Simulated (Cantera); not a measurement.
Mixture: CH4 : O2 : N2 = 1 : 2.38 : 8.95 (molar parts), equivalence ratio 0.84, at 1.30 bar, adiabatic and at constant pressure. Ignition delay is the time to a rise of 400 K.

Detailed kinetics in Cantera: GRI-Mech 3.0 (53 species, 325 reactions).

What does this change do: pressure from 1.30 bar to 14.0 bar?


```
quantity                                                before       after
--------------------------------------------------  ----------  ----------
delay at 1175 K                                        47.7 ms     4.12 ms
delay at 1275 K                                        12.0 ms     1.26 ms
delay at 1375 K                                        3.48 ms    0.434 ms
delay at 1475 K                                        1.16 ms    0.164 ms
apparent activation energy between 1425 and 1525 K  190 kJ/mol  170 kJ/mol
```
The pressure lies above the range GRI-Mech 3.0 was tuned for (to about 10 atm).
